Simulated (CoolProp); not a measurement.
Vapour-liquid equilibrium of dimethyl ether (1) + ethanol (2) at 0.491 MPa; x and y are mole fractions of (1).

The numbers come from the multi-fluid Helmholtz-energy mixture model, Wu 2011 and Schroeder 2014; pair parameters Bell 2016 in CoolProp.

```
x      bubble temperature, mixture model (K)  bubble temperature, Raoult's law (K)  y, mixture model  y, Raoult's law
-----  -------------------------------------  ------------------------------------  ----------------  ---------------
0.05                                   379.6                                 382.9             0.436            0.400
0.125                                  355.9                                 364.3             0.765            0.708
0.2                                    339.1                                 349.7             0.887            0.846
0.275                                  327.7                                 338.4             0.935            0.913
0.35                                   319.8                                 329.5             0.958            0.948
0.425                                  314.1                                 322.2             0.971            0.967
0.5                                    309.7                                 316.2             0.978            0.979
0.575                                  306.3                                 311.0             0.983            0.986
0.65                                   303.4                                 306.6             0.987            0.991
0.725                                  300.9                                 302.8             0.990            0.994
0.8                                    298.5                                 299.4             0.993            0.997
0.875                                  296.1                                 296.3             0.996            0.998
0.95                                   293.7                                 293.6             0.998            0.999
```

The largest gap from Raoult's law is -10.7 K in bubble temperature, at x = 0.275. No azeotrope shows between x = 0.05 and 0.95.

Pair parameters are fitted to limited data, so mixtures are less certain than the pure fluids.
